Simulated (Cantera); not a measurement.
A Cantera script and its output.

```python
import numpy as np
import cantera as ct

surf = ct.Interface("ptcombust.yaml", "Pt_surf")
gas = surf.adjacent["gas"]
gas.TPX = 700, 380000, {'H2': 0.011, 'O2': 0.091, 'N2': 0.79}
surf.TP = 700, 380000
reactor = ct.FlowReactor(gas, clone=False)
reactor.area = 0.0001  # m2
reactor.surface_area_to_volume_ratio = 1500  # 1/m
reactor.mass_flow_rate = 0.84 * reactor.area * gas.density  # inlet velocity 0.84 m/s
reactor.energy_enabled = False
wall = ct.ReactorSurface(surf, reactor, clone=False)
net = ct.ReactorNet([reactor])
net.rtol, net.atol = 1e-8, 1e-16
show, cover = ['H2', 'O2', 'H2O'], ['PT(S)', 'H(S)', 'O(S)', 'OH(S)', 'CO(S)', 'C(S)']

rows = []
print(f"{'z/m':>9s}{'u/(m/s)':>9s}" + "".join(f"{s:>13s}" for s in show + cover))
for z in [4.6e-05, 9e-05, 0.00017, 0.00033, 0.00064, 0.0012, 0.0024, 0.0046]:
    net.advance(z)
    rows.append([reactor.speed, *gas[show].X, *surf[cover].coverages])
    print(f"{z:9.4g}{rows[-1][0]:9.3g}" + "".join(f"{x:13.4e}" for x in rows[-1][1:]))
```

Result:

```
      z/m  u/(m/s)           H2           O2          H2O        PT(S)         H(S)         O(S)        OH(S)        CO(S)         C(S)
  4.6e-05    0.838   7.8390e-03   9.9988e-02   4.5207e-03   1.4067e-01   1.7723e-07   8.4761e-01   1.1691e-02  -1.9748e-24  -9.3621e-28
    9e-05    0.837   5.7876e-03   9.9061e-02   6.5848e-03   1.0485e-01   9.8452e-08   8.8410e-01   1.1014e-02   4.8107e-25   3.5238e-28
  0.00017    0.836   3.9070e-03   9.8212e-02   8.4771e-03   7.1458e-02   4.6801e-08   9.1871e-01   9.8001e-03  -5.2277e-28  -2.7741e-29
  0.00033    0.836   2.3571e-03   9.7512e-02   1.0037e-02   4.3580e-02   1.8449e-08   9.4829e-01   8.1154e-03  -7.6806e-28   3.4530e-29
  0.00064    0.835   1.3236e-03   9.7045e-02   1.1076e-02   2.4954e-02   6.6234e-09   9.6866e-01   6.3773e-03   1.8890e-26   5.6500e-30
   0.0012    0.835   7.2709e-04   9.6775e-02   1.1677e-02   1.4451e-02   2.4537e-09   9.8058e-01   4.9575e-03  -4.8596e-24  -7.1754e-28
   0.0024    0.835   3.4891e-04   9.6604e-02   1.2057e-02   8.3275e-03   8.8339e-10   9.8786e-01   3.8132e-03  -2.3004e-26  -4.8627e-30
   0.0046    0.835   1.5046e-04   9.6515e-02   1.2257e-02   5.6418e-03   4.0681e-10   9.9120e-01   3.1594e-03   4.3953e-27   4.1168e-30
```

Computed with Cantera and Deutschmann's 1995 Pt surface mechanism with GRI-Mech 3.0 gas chemistry. Catalytic surfaces can have several steady states; this one follows from the mechanism file's or the stated starting coverage. Mass transfer to the wall is taken as infinitely fast.
